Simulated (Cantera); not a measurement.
Charge: 1 mol CCl4, 0.93 mol HCl, held at 0.133 bar.

These are equilibrium values from Cantera (NASA tables, ideal gas, pure condensed phases), not measurements of a reactor. Candidate condensed phases: C, C6H6, C7H8, C8H18; 91 gas species. The tables' values for CCl are old estimates; treat these amounts as uncertain. Rates play no part.

Problem. At 2898 K, list the 4 most abundant gas species with their mole fractions, and the condensed phases.

Solution. Cl 0.814, HCl 0.168, H 0.0138, H2 0.00195. Condensed: C(graphite).
